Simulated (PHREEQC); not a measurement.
Consider water at 25 °C with 0.0074 mol ZnCl2 per kg of water. Closed to the air; pH follows from the charge balance.

All values are PHREEQC results (ion-association model, phreeqc.dat), not measurements.

Precipitation was switched off in this run.

Predict the pH.

pH 5.60.

In which forms is Cl present?

Cl- 99 %, ZnCl+ 1.1 % of the Cl.

Complexes and solids missing from the database can't appear.
